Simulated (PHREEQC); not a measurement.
Make-up at 25 °C: 4.5 mmol/kgw CaCl2, 0.19 mmol/kgw Na2SO4 and 0.93 mmol/kgw H4SiO4. Closed to the air; pH follows from the charge balance.

The numbers come from PHREEQC with the ion-association model, phreeqc.dat.

No solid was allowed to form.

### Question
What pH, specific conductance does the model give?

### Answer
pH 6.41; specific conductance 1120 µS/cm.

### Question
In which forms is S present?

### Answer
SO4-2 76 %, CaSO4 24 % of the S.

The solution is supersaturated, for example in Quartz (slow to form), Chalcedony (slow to form), so a real one may precipitate; this is no full list.
